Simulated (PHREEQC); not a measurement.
Synthetic water in mg/kgw, 25 °C, pH 5.76, pe 11:

| constituent | mg/kgw |
|---|---|
| Na | 0.236 |
| K | 0.438 |
| Ca | 1.94 |
| Mg | 0.274 |
| Cl | 1.23 |
| S(6) as SO4 | 2.88 |
| Alkalinity as HCO3 | 2.87 |
| O(0) (dissolved oxygen) | 0.0188 |
| N(5) as NO3 | 0.0601 |
| Ba | 0.00314 |

Cl is adjusted to close the charge balance.
Valence states are taken as typed.

All values are PHREEQC results (ion-association model, wateq4f.dat), not measurements.

```yaml
ionic_strength: 0.000231 mol/kgw
```

```json
[
 {"species": "CO2", "molality": "0.000187", "activity": "0.000187", "log γ": "0.000"},
 {"species": "HCO3-", "molality": "4.88e-5", "activity": "4.79e-5", "log γ": "-0.008"},
 {"species": "Ca+2", "molality": "4.81e-5", "activity": "4.49e-5", "log γ": "-0.030"},
 {"species": "Cl-", "molality": "3.29e-5", "activity": "3.23e-5", "log γ": "-0.008"},
 {"species": "SO4-2", "molality": "2.97e-5", "activity": "2.77e-5", "log γ": "-0.030"},
 {"species": "K+", "molality": "1.12e-5", "activity": "1.10e-5", "log γ": "-0.008"},
 {"species": "Mg+2", "molality": "1.12e-5", "activity": "1.04e-5", "log γ": "-0.030"},
 {"species": "Na+", "molality": "1.03e-5", "activity": "1.01e-5", "log γ": "-0.008"},
 {"species": "H+", "molality": "1.77e-6", "activity": "1.74e-6", "log γ": "-0.007"}
]
```

No solid was allowed to form.
